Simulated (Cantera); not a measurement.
Input: 1 mol Fe2O3, 5.3 mol C, 8.5 mol N2, at 1350 Torr.

Equilibrium computed with Cantera from the NASA thermochemical tables; the gas is ideal and each condensed phase is pure. Candidate condensed phases: C, Fe, Fe(CO)5, FeO, Fe2O3, Fe3O4; 27 gas species. Iron dissolves carbon and melts from about 1420 K in contact with it, which pure phases cannot show. Condensed phases not in the tables: cementite and carbon dissolved in iron. The numbers say what is thermodynamically allowed, not how fast it happens.

**Question.** At 2373 K, list the 5 most abundant gas species with their mole fractions, and the condensed phases.

**Answer.** N2 0.734, CO 0.259, Fe 0.00666, C2N2 2.55e-5, CN 2.16e-5. Condensed: C(graphite) + Fe(l).
